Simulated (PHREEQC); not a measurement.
# Acid mine or pickling water: an equilibrium model

A made-up water analysis in mmol/kgw, 55 °C, pH 2.43: Na 95.5; K 0.0154; Ca 9.09; Mg 10.1; Cl 12.3; S(6) 66.8.

Cl is adjusted to close the charge balance.
Valence states are taken as typed.

Model: Pitzer model, pitzer.dat, run in PHREEQC.

This is a speciation only: nothing precipitates in the calculation.

Q: Estimate the ionic strength.

A: ionic strength 0.212 mol/kgw.

Q: In which forms is S present?

A: SO4-2 81 %, HSO4- 19 % of the S.

At this temperature some constants are extrapolated from 25 °C, and those without enthalpy data are left unchanged.
